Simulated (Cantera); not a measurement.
Input (Python, Cantera) and output of one run.

```python
import numpy as np
import cantera as ct

gas_names = """
    C CH CH2 CH3 CH2OH CH3O CH4 CH3OH CO COS CO2 COOH CS CS2 C2 C2H CHCO,ketyl C2H2,acetylene
    C2H2,vinylidene CH2CO,ketene C2H3,vinyl CH3CO,acetyl C2H4 C2H4O,ethylen CH3CHO,ethanal CH3COOH
    (HCOOH)2 C2H5 C2H6 CH3OCH3 C2H5OH C2O C3 C3H3,propargyl C3H4,allene C3H4,propyne C3H4,cyclo-
    C3H5,allyl C3H6,propylene C3H6,cyclo- C3H6O C3H7,n-propyl C3H7,i-propyl C3H8 C3H8O,1propanol
    C3H8O,2propanol C3O2 C4 C4H2 C4H4,1,3-cyclo- C4H6,butadiene C4H6,2-butyne C4H6,cyclo- C4H8,1-butene
    C4H8,cis2-buten C4H8,tr2-butene C4H8,isobutene C4H8,cyclo- (CH3COOH)2 C4H9,n-butyl C4H9,i-butyl
    C4H9,s-butyl C4H9,t-butyl C4H10,isobutane C4H10,n-butane C5 C5H6,1,3cyclo- C5H8,cyclo-
    C5H10,1-pentene C5H10,cyclo- C5H11,pentyl C5H11,t-pentyl C5H12,n-pentane C5H12,i-pentane
    CH3C(CH3)2CH3 C6H2 C6H5,phenyl C6H5O,phenoxy C6H6 C6H5OH,phenol C6H10,cyclo- C6H12,1-hexene
    C6H12,cyclo- C6H13,n-hexyl C7H7,benzyl C7H8 C7H8O,cresol C7H14,1-heptene C7H15,n-heptyl
    C7H16,n-heptane C8H8,styrene C8H10,ethylbenz C8H16,1-octene C8H17,n-octyl C8H18,isooctane
    C8H18,n-octane C9H19,n-nonyl C10H8,naphthale C10H21,n-decyl C12H9,o-bipheny C12H10,bipheny H HCO HO2
    H2 HCHO,formaldehy HCOOH H2O H2O2 H2S H2SO4 Mg MgH MgO MgOH MgO2H2 MgS Mg2 O OH O2 O3 S SH SO SO2
    SO3 S2 S2O S8
""".split()
cond_names = """
    C(gr) C6H6(L) C7H8(L) C8H18(L),n-octa H2O(s) H2O(L) H2SO4(L) Mg(cr) Mg(L) MgCO3(s) MgO(s) MgO(L)
    MgO2H2(s) MgS(s) MgSO4(s) MgSO4(L) S(cr1) S(cr2) S(L)
""".split()


def load(file, names, dense=False):
    # The tables refer to 1 bar. Condensed volumes are neglected.
    table = {s.name: s for s in ct.Species.list_from_file(file)}
    out = []
    for n in names:
        d = dict(table[n].input_data)
        d["thermo"] = dict(d["thermo"], **{"reference-pressure": 1e5})
        if dense:
            d["equation-of-state"] = {"model": "constant-volume", "density": "1e6 g/cm^3"}
        out.append(ct.Species.from_dict(d))
    return out


gas = ct.Solution(thermo="ideal-gas", species=load("nasa_gas.yaml", gas_names))
cond = {s.name: ct.Solution(thermo="fixed-stoichiometry", species=[s], name=s.name)
        for s in load("nasa_condensed.yaml", cond_names, dense=True)}
atoms = {
    'MgSO4': {'Mg': 1, 'S': 1, 'O': 4},
    'CO2': {'C': 1, 'O': 2},
    'O2': {'O': 2},
    'H2': {'H': 2},
}
top_T = {'C(gr)': 4500, 'MgS(s)': 2250}  # K; cautious upper limits of use, not melting points


def equilibrate(T, P, feed):
    n = {}
    for name, mol in feed.items():
        for a, k in atoms[name].items():
            n[a] = n.get(a, 0.0) + k * mol
    gas.TPX = T, P, n
    mass = sum(n.values()) * gas.mean_molecular_weight
    gas.equilibrate("TP")
    valid = [c for c in cond.values() if c.min_temp <= T <= top_T.get(c.name, c.max_temp)]
    mix = ct.Mixture([(gas, mass / gas.mean_molecular_weight)] + [(c, 0.0) for c in valid])
    mix.T, mix.P = T, P
    mix.equilibrate("TP", solver="vcs", rtol=1e-11, max_steps=5000)
    return mix


results = []
feed = {'MgSO4': 1, 'CO2': 4.3, 'O2': 18, 'H2': 0.068}  # mol
P = 23  # Pa
for T in [548, 698, 848, 998, 1148, 1298, 1448, 1598, 1748, 1898, 2048, 2198]:
    mix = equilibrate(T, P, feed)
    results.append((T, P, feed, dict(zip(mix.species_names, mix.species_moles))))

top = {s: max(r[3][s] / sum(r[3][g] for g in gas_names) for r in results) for s in gas_names}
cols = sorted((s for s in top if top[s] > 0.001), key=lambda s: -top[s])[:9]
seen = [c for c in cond_names if any(r[3].get(c, 0) > 1e-12 for r in results)]
print("log10 of partial pressures in bar; condensed amounts in mol")
print(f"{'T/K':>10s}" + "".join(f"{s[:9]:>10s}" for s in cols + seen))
for T, P, feed, n in results:
    ng = sum(n[g] for g in gas_names)
    print(f"{T:10.4g}" + "".join(f"{np.log10(max(n[s] / ng * P / 1e5, 1e-99)):10.3f}" for s in cols)
          + "".join(f"{n.get(c, 0):10.4g}" for c in seen))
```

It prints:

```
log10 of partial pressures in bar; condensed amounts in mol
       T/K        O2       CO2         O        CO       SO2        Mg       H2O        OH        SO    MgO(s)  MgSO4(s)
       548    -3.733    -4.354   -22.509   -24.912   -18.811   -59.091    -6.155   -17.258   -41.700         0         1
       698    -3.733    -4.354   -17.366   -19.102   -12.256   -42.512    -6.155   -13.946   -28.946 2.737e-07         1
       848    -3.733    -4.354   -14.033   -15.352    -7.216   -32.661    -6.155   -11.801   -19.899  0.007113    0.9929
       998    -3.749    -4.382   -11.705   -12.752    -5.026   -25.780    -6.183   -10.316   -14.900         1         0
      1148    -3.749    -4.382    -9.975   -10.822    -5.018   -20.717    -6.183    -9.204   -12.824         1         0
      1298    -3.749    -4.382    -8.643    -9.340    -5.016   -16.835    -6.184    -8.349   -11.233         1         0
      1448    -3.749    -4.382    -7.584    -8.169    -5.016   -13.766    -6.190    -7.673    -9.973         1         0
      1598    -3.750    -4.383    -6.724    -7.220    -5.016   -11.280    -6.209    -7.131    -8.951         1         0
      1748    -3.751    -4.387    -6.010    -6.439    -5.017    -9.226    -6.260    -6.701    -8.105    0.9999         0
      1898    -3.758    -4.405    -5.412    -5.795    -5.023    -7.500    -6.386    -6.381    -7.395    0.9964         0
      2048    -3.778    -4.464    -4.907    -5.284    -5.044    -6.024    -6.674    -6.201    -6.799    0.8915         0
      2198    -3.838    -4.627    -4.493    -4.934    -5.114    -5.103    -7.261    -6.227    -6.314         0         0
```

Method: chemical equilibrium by Gibbs-energy minimisation in Cantera with the NASA 1993 tables (ideal gas, pure condensed phases).
